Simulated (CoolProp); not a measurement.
A single-stage vapour-compression cycle with the fluid: evaporating at 326.15 K (dew point), condensing at 392.15 K (bubble point), superheat 8 K, subcooling 8 K, compressor efficiency 0.8, no pressure losses. The same conditions are run with several fluids, on thermodynamics alone (safety and materials aside).

The numbers come from the reference Helmholtz-energy equation of state of each fluid (cyclohexane: Zhou 2014; R142b: Lemmon 2006; tetrahydrofuran: Fiedler 2023; methanol: de Reuck 1993; dimethyl ether: Wu 2011; sulfur dioxide: Gao 2016) in CoolProp.

| fluid | cooling COP | pressure ratio | discharge temperature (K) | refrigerating effect (kJ/kg) | volumetric capacity (kJ/m³) |
|---|---|---|---|---|---|
| cyclohexane | 3.22 | 6.95 | 392.1 | 262 | 328 |
| R142b | 2.53 | ? | 405.7 | 100 | 3110 |
| tetrahydrofuran | 3.37 | 6.65 | ? | 322 | 557 |
| methanol | 3.36 | 9.84 | 506.5 | 974 | 732 |
| dimethyl ether | ? | 3.76 | 416.3 | 198 | ? |
| sulfur dioxide | 2.95 | 4.41 | 474.3 | 241 | 5710 |

Problem. Complete the blanks.

Solution. 
- R142b, pressure ratio: 4.01
- tetrahydrofuran, discharge temperature (K): 410.0
- dimethyl ether, cooling COP: 2.43
- dimethyl ether, volumetric capacity (kJ/m³): 4880

The compression ends wet for: cyclohexane.
